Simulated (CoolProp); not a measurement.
n-decane along the isobar 88.7 bar: density (kg/m³) from the reference equation and from simpler models built on Tc = 617.7 K, pc = 21.01 bar, ω = 0.488; each cubic takes its own stable root.

Values from CoolProp's reference Helmholtz-energy equation of state, Lemmon 2006. It is a short technical equation, of lower accuracy than the large ones.

| T (K) | phase | reference |
|---|---|---|
| 255.9 | liquid | 764.9 |
| 274.8 | liquid | 750.7 |
| 293.6 | liquid | 736.7 |
| 312.4 | liquid | 722.8 |
| 331.2 | liquid | 709.0 |
| 350.1 | liquid | 695.1 |
| 368.9 | liquid | 681.3 |
| 387.7 | liquid | 667.3 |
| 406.5 | liquid | 653.2 |
| 425.3 | liquid | 638.9 |
| 444.2 | liquid | 624.3 |
| 463 | liquid | 609.5 |

**Question.** How far does each simpler model (van der Waals, Redlich-Kwong, Soave-Redlich-Kwong, Peng-Robinson) lie from the reference over these 12 states: mean and median of the absolute difference, and the worst?

**Answer.** 
- van der Waals: mean 43.7 %, median 43.8 %, worst -46.2 % at 255.9 K and 88.7 bar
- Redlich-Kwong: mean 19.4 %, median 19.2 %, worst -21.2 % at 255.9 K and 88.7 bar
- Soave-Redlich-Kwong: mean 16.2 %, median 15.9 %, worst -19.1 % at 255.9 K and 88.7 bar
- Peng-Robinson: mean 6.0 %, median 5.6 %, worst -9.5 % at 255.9 K and 88.7 bar
